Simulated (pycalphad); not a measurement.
Source of the numbers: pycalphad with the COST 507 light-alloy database (1999); pressure 1 atm. The data set is of 1999 and partly superseded. Diffusion is slow at the low end, where real alloys seldom reach equilibrium.

# Si-5.653Cu (wt.%): equilibrium cooling sequence

| T (°C) | phases above | phases below |
|---|---|---|
| 1401.1 | liquid | diamond (Si) + liquid |
| 800.5 | diamond (Si) + liquid | CU19SI6_ETA + diamond (Si) |

Changes were sought between steps of 75 K, so a narrower field can be missed.

Database names, with the compositions (at.%) that they take in these runs: CU19SI6_ETA: Cu 76 Si 24.
